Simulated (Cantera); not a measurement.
# Silicon epitaxy and polysilicon growth: SiHCl3 + N2

A closed system holds: 1 mol SiHCl3, a varied amount of N2, held at 1425 K and 65.0 mbar.

Cantera equilibrium calculation (NASA polynomials, part measured and part estimated; ideal gas, pure solids and liquids). Candidate condensed phases: NH4Cl, Si, Si3N4; 28 gas species. N2 is the only nitrogen source here; it is nearly inert below about 1500 K, so the nitride shown seldom forms there in practice. The tables' values for SiCl3 are old estimates; treat these amounts as uncertain. Rates play no part.

```tsv
n(N2) (mol)	log p N2	log p HCl	log p SiCl4	log p H2	log p SiCl3	log p SiCl2	n Si3N4(s)
3.6	-1.35	-1.97	-2.23	-2.89	-2.91	-3.01	0.130
4.7	-1.31	-2.05	-2.32	-3.01	-2.99	-3.07	0.130
6.2	-1.29	-2.14	-2.43	-3.15	-3.08	-3.13	0.130
8.1	-1.26	-2.23	-2.54	-3.28	-3.16	-3.19	0.130
11	-1.25	-2.34	-2.67	-3.44	-3.26	-3.26	0.129
14	-1.23	-2.43	-2.78	-3.57	-3.34	-3.32	0.128
18	-1.22	-2.53	-2.89	-3.71	-3.43	-3.38	0.127
24	-1.21	-2.64	-3.02	-3.87	-3.53	-3.45	0.125
31	-1.21	-2.74	-3.14	-4.02	-3.62	-3.51	0.123
40	-1.20	-2.84	-3.27	-4.16	-3.72	-3.57	0.121
53	-1.20	-2.96	-3.40	-4.33	-3.82	-3.64	0.118
69	-1.20	-3.07	-3.54	-4.48	-3.92	-3.71	0.115
90	-1.19	-3.18	-3.67	-4.63	-4.02	-3.78	0.111
```
log p: log10 of the partial pressure in bar; n: condensed amount in mol.

From 3.6 mol N2 to 90 mol N2 the condensed part is Si3N4(s). The main Si-bearing gas is SiCl4 throughout.
